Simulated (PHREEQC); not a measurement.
# Leach liquor: an equilibrium model

Dissolve 0.054 mol/kgw H2SO4, 0.025 mol/kgw LiCl and 0.0012 mol/kgw MgSO4 at 25 °C. Closed to the air; pH follows from the charge balance.

Computed with PHREEQC (ion-association model, phreeqc.dat).

Each row changes one thing in this solution. No solid was allowed to form.

| case | pH | ionic strength (mol/kgw) | HSO4- (mol/kgw) | SO4-2 (mol/kgw) | LiSO4- (mol/kgw) |
|---|---|---|---|---|---|
| as made | 1.25 | 0.111 | 0.0390 | 0.0152 | 0.000594 |
| diluted 2-fold with water | 1.50 | 0.0609 | 0.0169 | 0.0103 | 0.000242 |
| MgSO4 replaced by CdSO4 at the same molality | 1.25 | 0.111 | 0.0390 | 0.0152 | 0.000595 |
| MgSO4 from 0.0012 to 0.00132 mol/kgw | 1.25 | 0.111 | 0.0390 | 0.0153 | 0.000595 |
| H2SO4 from 0.054 to 0.54 mol/kgw | 0.35 | 0.660 | 0.493 | 0.0465 | 0.000935 |

Species that the database lacks are ignored.
